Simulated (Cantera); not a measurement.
Reactions in the system H-O-Si

Source: NASA polynomial tables (part measured, part estimated), evaluated in Cantera. Values are per mole of reaction as written; species without (g) are pure solids or liquids, kept so even where they would boil at 1 bar.

2 OH(g) + Si = O₂(g) + SiH₂(g)

| T (K) | ΔH° (kJ) | ΔS° (J/K) | ΔG° (kJ) | log10 K |
|---|---|---|---|---|
| 2523 | 114.3 | -9.3 | 137.8 | -2.85 |
| 2573 | 114.2 | -9.4 | 138.3 | -2.81 |
| 2623 | 114.1 | -9.4 | 138.8 | -2.76 |
| 2673 | 113.9 | -9.5 | 139.2 | -2.72 |
| 2723 | 113.8 | -9.5 | 139.7 | -2.68 |

3 SiH₄(g) + 2 O₃(g) = 6 H₂O(g) + 3 Si

```tsv
T (K)	ΔH° (kJ)	ΔS° (J/K)	ΔG° (kJ)	log10 K
2523	-1757.3	152.6	-2142.3	44.35
2573	-1760.4	151.4	-2149.9	43.64
2623	-1763.5	150.2	-2157.4	42.96
2673	-1766.7	149.0	-2164.9	42.30
2723	-1769.9	147.8	-2172.3	41.67
```
